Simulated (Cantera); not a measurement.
## FeS2 + SO3 + H2O (roasting and sulfation)

A closed system holds: 1 mol FeS2, 3.5 mol SO3, 3.3 mol H2O, at 1648 K and 495 Torr.

These are equilibrium values from Cantera (NASA tables, ideal gas, pure condensed phases), not measurements of a reactor. Candidate condensed phases: Fe, FeO, Fe(OH)2, Fe(OH)3, FeS, FeSO4, FeS2, Fe2O3, Fe2(SO4)3, Fe3O4, H2O, H2SO4, S; 22 gas species. The tables' stoichiometric FeO is somewhat more stable than real wüstite, so its field is too wide. FeO: taken at fixed stoichiometry. Equilibrium is a limit: real reactors are often held back by kinetics, nucleation or transport.

| Item | Value |
|---|---|
| x(SO2) | 0.568 |
| x(H2O) | 0.367 |
| x(S2) | 0.0322 |
| x(H2) | 0.0175 |
| x(SO) | 0.00728 |
| x(H2S) | 0.00483 |
| x(S2O) | 0.00251 |
| x(SH) | 0.000656 |
| x(S) | 4.29e-5 |
| n(FeO(s)) | 1.000 mol |
| gas amount | 8.463 mol |
| log10 activity of Fe(γ) (absent) | -1.64 |
| log10 activity of S(l) (absent) | -2.19 |
